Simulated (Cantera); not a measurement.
A closed system holds: 1 mol Fe2O3, 0.67 mol H2S, 0.27 mol O2, equilibrated at 1148.15 K and 38.0 mbar.

Equilibrium computed with Cantera from the NASA thermochemical tables; the gas is ideal and each condensed phase is pure. Candidate condensed phases: Fe, FeO, Fe(OH)2, Fe(OH)3, FeS, FeSO4, FeS2, Fe2O3, Fe2(SO4)3, Fe3O4, H2O, H2SO4, S; 22 gas species. Mutual solubility and eutectic melting of coexisting phases are not modelled. FeS: taken at fixed stoichiometry. Gases not in the tables: S3 to S7. Equilibrium is a limit: real reactors are often held back by kinetics, nucleation or transport.

Base state: H2O 0.644, SO2 0.300, S2 0.0334, H2S 0.0116, H2 0.00972, S2O 0.00104, SO 0.000231, SH 4.69e-5 (mole fractions); condensed: FeS(s) + Fe3O4(s).

Question: What changes in the equilibrium state with this change: pressure from 38.0 mbar to 0.890 bar?

Answer: 
```tsv
species	before	after
H2O	0.644	0.649
SO2	0.300	0.312
S2	0.0334	0.0183
H2	0.00972	0.00376
H2S	0.0116	0.0161
SO	0.000231	9.19e-5
SH	4.69e-5	2.16e-5
S2O	0.00104	0.00148
FeS(s), mol	0.286	0.302
Fe3O4(s), mol	0.571	0.566
```
